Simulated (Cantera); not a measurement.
Input: 1 mol MgO, 17 mol NF3, 0.15 mol O2, 11 mol F2, at 1498 K and 50.0 Pa.

Method: chemical equilibrium by Gibbs-energy minimisation in Cantera with the NASA 1993 tables (ideal gas, pure condensed phases). Candidate condensed phases: Mg, MgF2, MgO; 24 gas species. Rates play no part.

Question: What is the equilibrium state?

Answer: 
| Property | Value |
|---|---|
| x(F) | 0.875 |
| x(N2) | 0.105 |
| x(MgF2) | 0.0123 |
| x(O2) | 0.00796 |
| x(NO) | 8.60e-5 |
| x(F2) | 5.24e-5 |
| x(O) | 1.57e-5 |
| gas amount | 81.15 mol |
| log10 activity of MgF2(s) (absent) | -0.94 |
| log10 activity of Mg(l) (absent) | -23.49 |
